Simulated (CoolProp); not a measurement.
Vapour-liquid equilibrium of CF4 (R14) (1) + R13 (2) at 147.9 K; x and y are mole fractions of (1).

Values from CoolProp's multi-fluid Helmholtz-energy mixture model, Platzer 1990 and Platzer 1990; pair parameters Bell 2016. This equation is an older, rougher fit; its heat capacities, sound speeds and derivatives of the liquid may be far off and weren't checked against measurements.

```json
[
 {"x": "0.05", "bubble pressure (MPa)": "(withheld)", "y at the bubble point": "0.704", "dew pressure at overall composition x (MPa)": "(withheld)", "liquid density (mol/L)": "16.17"},
 {"x": "0.2", "bubble pressure (MPa)": "0.03778", "y at the bubble point": "0.905", "dew pressure at overall composition x (MPa)": "(withheld)", "liquid density (mol/L)": "16.47"},
 {"x": "0.35", "bubble pressure (MPa)": "0.05648", "y at the bubble point": "0.945", "dew pressure at overall composition x (MPa)": "0.006552", "liquid density (mol/L)": "(withheld)"},
 {"x": "0.5", "bubble pressure (MPa)": "0.07222", "y at the bubble point": "0.964", "dew pressure at overall composition x (MPa)": "0.008447", "liquid density (mol/L)": "17.07"},
 {"x": "0.65", "bubble pressure (MPa)": "0.08664", "y at the bubble point": "0.977", "dew pressure at overall composition x (MPa)": "0.01188", "liquid density (mol/L)": "17.37"},
 {"x": "0.8", "bubble pressure (MPa)": "0.1011", "y at the bubble point": "0.987", "dew pressure at overall composition x (MPa)": "(withheld)", "liquid density (mol/L)": "(withheld)"},
 {"x": "0.95", "bubble pressure (MPa)": "0.1170", "y at the bubble point": "0.997", "dew pressure at overall composition x (MPa)": "0.05991", "liquid density (mol/L)": "(withheld)"}
]
```

Q: Some entries are withheld; supply them.

A: 
- 0.05, bubble pressure (MPa): 0.01392
- 0.05, dew pressure at overall composition x (MPa): 0.004522
- 0.2, dew pressure at overall composition x (MPa): 0.005351
- 0.35, liquid density (mol/L): 16.77
- 0.8, dew pressure at overall composition x (MPa): 0.01998
- 0.8, liquid density (mol/L): 17.66
- 0.95, liquid density (mol/L): 17.95

No azeotrope shows between x = 0.05 and 0.95.

Pair parameters are fitted to limited data, so mixtures are less certain than the pure fluids.
